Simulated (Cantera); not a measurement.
Input: 1 mol PbO, 180 mol H₂, 0.22 mol H₂O, at 16.0 Pa.

Method: chemical equilibrium by Gibbs-energy minimisation in Cantera with the NASA 1993 tables (ideal gas, pure condensed phases). Candidate condensed phases: H₂O, Pb, PbO, PbO₂, Pb₃O₄; 12 gas species. Kinetics and transport are ignored.

Task: At 1152 °C, list the 4 most abundant gas species with their mole fractions, and the condensed phases.

Result: H₂ 0.987, H₂O 0.00673, Pb 0.00552, H 0.000536. Condensed: gas only.
